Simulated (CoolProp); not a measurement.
The fluid at 293.15 K and 1.64 MPa (stagnation) flows isentropically through a choked orifice. The same conditions are run with several fluids, on thermodynamics alone (safety and materials aside).

Model: reference Helmholtz-energy equation of state of each fluid (ethane: Bücker 2006; fluorine: de Reuck 1990; methane: Setzmann 1991; nitrogen: Span 2000; carbon dioxide: Span 1996), in CoolProp.

```json
[
 {"fluid": "ethane", "throat to inlet pressure ratio": "0.572", "mass flux (kg/(m² s))": "3970", "throat temperature (K)": "263.8"},
 {"fluid": "fluorine", "throat to inlet pressure ratio": "0.531", "mass flux (kg/(m² s))": "4430", "throat temperature (K)": "246.6"},
 {"fluid": "methane", "throat to inlet pressure ratio": "0.542", "mass flux (kg/(m² s))": "2860", "throat temperature (K)": "252.3"},
 {"fluid": "nitrogen", "throat to inlet pressure ratio": "0.526", "mass flux (kg/(m² s))": "3830", "throat temperature (K)": "243.5"},
 {"fluid": "carbon dioxide", "throat to inlet pressure ratio": "0.546", "mass flux (kg/(m² s))": "4860", "throat temperature (K)": "253.3"}
]
```
